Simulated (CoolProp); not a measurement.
Vapour pressure (MPa) of CH2F2 (R32): the reference equation beside estimates from Tc = 351.3 K, pc = 5.783 MPa, ω = 0.277. Clausius-Clapeyron is anchored at 251.3 K with a constant enthalpy of vaporisation of 18.02 kJ/mol.

The numbers come from the reference Helmholtz-energy equation of state, Tillner-Roth 1997 in CoolProp.

| T (K) | reference | Lee-Kesler | Clausius-Clapeyron | van der Waals | Redlich-Kwong | Peng-Robinson |
|---|---|---|---|---|---|---|
| 251.3 | 0.3782 | 0.3798 | 0.3782 | 1.294 | ? | ? |
| 260.3 | 0.5272 | 0.5320 | 0.5096 | 1.541 | 0.8035 | 0.5274 |
| 269.2 | 0.7151 | 0.7237 | 0.6711 | 1.812 | 1.040 | 0.7170 |
| 278.2 | 0.9529 | 0.9657 | 0.8709 | 2.116 | 1.324 | 0.9574 |
| 287.2 | 1.246 | ? | 1.112 | 2.450 | 1.657 | 1.254 |
| 296.1 | 1.599 | 1.619 | 1.395 | ? | 2.040 | 1.612 |
| 305.1 | 2.027 | 2.048 | 1.731 | 3.209 | 2.484 | 2.046 |
| 314 | 2.530 | 2.552 | 2.117 | 3.635 | 2.982 | 2.555 |
| 323 | 3.130 | 3.151 | 2.567 | 4.099 | 3.550 | 3.162 |
| 331.9 | 3.826 | 3.846 | ? | 4.591 | 4.177 | 3.863 |

Complete the blanks.


- 251.3, Redlich-Kwong: 0.6062
- 251.3, Peng-Robinson: 0.3774
- 287.2, Lee-Kesler: 1.263
- 296.1, van der Waals: 2.812
- 331.9, Clausius-Clapeyron: 3.073

Absolute difference from the reference over all 10 rows, mean and median: Lee-Kesler 1.0 and 1.0 %, Clausius-Clapeyron 11.0 and 11.8 %, van der Waals 103.5 and 86.2 %, Redlich-Kwong 32.1 and 30.3 %, Peng-Robinson 0.6 and 0.7 %.
